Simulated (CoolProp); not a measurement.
Vapour-liquid equilibrium of R125 (1) + dimethyl ether (2) at 2.95 °C; x and y are mole fractions of (1).

The numbers come from the multi-fluid Helmholtz-energy mixture model, Lemmon 2005 and Wu 2011; pair parameters Bell 2016 in CoolProp.

```tsv
x	bubble pressure, mixture model (bar)	bubble pressure, Raoult's law (bar)	y, mixture model	y, Raoult's law
0.05	3.028	3.173	0.072	0.116
0.2	3.304	3.833	0.286	0.384
0.35	3.696	4.493	0.492	0.573
0.5	4.252	5.153	0.675	0.713
0.65	5.007	5.813	0.821	0.822
0.8	5.952	6.473	0.924	0.909
0.95	7.003	7.132	0.986	0.979
```

The largest gap from Raoult's law is -17.7 % in bubble pressure, at x = 0.35. No azeotrope shows between x = 0.05 and 0.95.

Pair parameters are fitted to limited data, so mixtures are less certain than the pure fluids.
